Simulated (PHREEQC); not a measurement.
Ca(OH)2 is added in steps, without added water, to 1 kg of water holding 0.19 mol CaCl2, 0.021 mol CO2 and 5.7e-05 mol MgSO4, at 20 °C. Oxygen alone is held at its pressure in air (log pO2 = -0.68). The system is closed to CO2. The run lets Aragonite, Gypsum, Brucite, Portlandite, Nesquehonite, Epsomite precipitate or redissolve, and no other solid.

Base run: PHREEQC, ion-association model, wateq4f.dat. Each further column changes one thing. The table gives C in solution (mol/kgw).

```tsv
Ca(OH)2 added (mol)	base	database pitzer.dat	metal-ligand complexes left out	Debye-Hückel limiting law
0	0.0210	0.0210	0.0210	0.0210
0.095	7.07e-6	1.45e-6	4.65e-7	6.55e-5
0.19	7.07e-6	1.45e-6	4.65e-7	6.55e-5
0.285	7.07e-6	1.45e-6	4.65e-7	6.55e-5
0.38	7.07e-6	1.45e-6	4.65e-7	6.55e-5
0.475	7.07e-6	1.45e-6	4.65e-7	6.55e-5
0.57	7.07e-6	1.45e-6	4.65e-7	6.55e-5
0.665	7.07e-6	1.45e-6	4.65e-7	6.55e-5
0.76	7.07e-6	1.45e-6	4.65e-7	6.55e-5
```

 The ionic strength passes 0.7 mol/kgw, the rough limit of the ion-association models, in part of: Debye-Hückel limiting law. pitzer.dat has no redox and few complexes: it carries them in its interaction parameters. Solids allowed in the column 'database pitzer.dat': Calcite, Bischofite, Brucite, Epsomite, Gypsum, Anhydrite, Hexahydrite, Kieserite, Magnesite, Portlandite, MgCl2_4H2O.
